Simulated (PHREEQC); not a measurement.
Dissolve 0.00234 mol ZnSO4, 0.26 mol NaCl and 0.00039 mol FeSO4 per kg of water at 25 °C. Closed to the air; pH follows from the charge balance.

All values are PHREEQC results (ion-association model, wateq4f.dat), not measurements.

Precipitation was switched off in this run.

Q: What pH, activity of water does the model give?

A: pH 5.77; activity of water 0.991.

Q: In which forms is Zn present?

A: Zn+2 78 %, ZnCl+ 16 %, ZnSO4 2.7 %, ZnCl2 2.0 %, ZnCl3- 0.6 % of the Zn.

Species that the database lacks are ignored.
